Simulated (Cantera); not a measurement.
What does this Cantera script print?

```python
import numpy as np
import cantera as ct

gas_names = [...]  # 87 gases of nasa_gas.yaml made of C, H, Si
cond_names = """
    C(gr) C6H6(L) C7H8(L) C8H18(L),n-octa Si(cr) Si(L) SiC(b)
""".split()


# ... load() reads the species with a 1 bar reference pressure and builds the phases ...
atoms = {
    'CH3SiH3': {'C': 1, 'H': 6, 'Si': 1},
    'C2H4': {'C': 2, 'H': 4},
    'H2': {'H': 2},
    'C3H8': {'C': 3, 'H': 8},
}
top_T = {'C(gr)': 4500, 'SiC(b)': 3050}  # K; cautious upper limits of use, not melting points


# ... equilibrate(T, P, feed) seeds the gas with the atoms and calls Mixture.equilibrate('TP', solver="vcs", rtol=1e-11, max_steps=5000) ...
results = []
feed = {'CH3SiH3': 1, 'C2H4': 0.071, 'H2': 23, 'C3H8': 0.034}  # mol
P = 10000  # Pa
for T in [1323, 1398, 1473, 1548, 1623, 1698, 1773, 1848, 1923, 1998, 2073, 2148, 2223]:
    mix = equilibrate(T, P, feed)
    results.append((T, P, feed, dict(zip(mix.species_names, mix.species_moles))))
    x = sorted(zip(gas.X, gas.species_names), reverse=True)
    print(f"T = {T:g} K  P = {P:g} Pa  gas = {mix.phase_moles(0):.4g} mol")
    print("   x: " + "  ".join(f"{s} {v:.3e}" for v, s in x if v > 0.001))
    print("   condensed (mol): " + ("  ".join(f"{mix.phase(i).name} {mix.phase_moles(i):.4g}"
          for i in range(1, mix.n_phases) if mix.phase_moles(i) > 1e-12) or "none"))
```

Result:

```
T = 1323 K  P = 10000 Pa  gas = 26.26 mol
   x: H2 9.993e-01
   condensed (mol): C(gr) 0.2261  SiC(b) 1
T = 1398 K  P = 10000 Pa  gas = 26.27 mol
   x: H2 9.995e-01
   condensed (mol): C(gr) 0.2324  SiC(b) 1
T = 1473 K  P = 10000 Pa  gas = 26.27 mol
   x: H2 9.997e-01
   condensed (mol): C(gr) 0.2359  SiC(b) 1
T = 1548 K  P = 10000 Pa  gas = 26.27 mol
   x: H2 9.997e-01
   condensed (mol): C(gr) 0.2378  SiC(b) 1
T = 1623 K  P = 10000 Pa  gas = 26.28 mol
   x: H2 9.996e-01
   condensed (mol): C(gr) 0.2382  SiC(b) 1
T = 1698 K  P = 10000 Pa  gas = 26.28 mol
   x: H2 9.994e-01
   condensed (mol): C(gr) 0.2373  SiC(b) 1
T = 1773 K  P = 10000 Pa  gas = 26.29 mol
   x: H2 9.989e-01
   condensed (mol): C(gr) 0.2344  SiC(b) 1
T = 1848 K  P = 10000 Pa  gas = 26.3 mol
   x: H2 9.980e-01  H 1.675e-03
   condensed (mol): C(gr) 0.2288  SiC(b) 0.9999
T = 1923 K  P = 10000 Pa  gas = 26.32 mol
   x: H2 9.965e-01  H 2.974e-03
   condensed (mol): C(gr) 0.2191  SiC(b) 0.9997
T = 1998 K  P = 10000 Pa  gas = 26.34 mol
   x: H2 9.941e-01  H 5.058e-03
   condensed (mol): C(gr) 0.2039  SiC(b) 0.9991
T = 2073 K  P = 10000 Pa  gas = 26.39 mol
   x: H2 9.904e-01  H 8.277e-03  C2H2,acetylene 1.214e-03
   condensed (mol): C(gr) 0.1812  SiC(b) 0.9972
T = 2148 K  P = 10000 Pa  gas = 26.46 mol
   x: H2 9.847e-01  H 1.308e-02  C2H2,acetylene 1.886e-03
   condensed (mol): C(gr) 0.1495  SiC(b) 0.9924
T = 2223 K  P = 10000 Pa  gas = 26.56 mol
   x: H2 9.764e-01  H 2.002e-02  C2H2,acetylene 2.834e-03
   condensed (mol): C(gr) 0.1084  SiC(b) 0.9798
```

Cantera equilibrium calculation (NASA polynomials, part measured and part estimated; ideal gas, pure solids and liquids). The feed counts by its element totals alone. Gases not in the tables: Si2H6 and higher silanes.
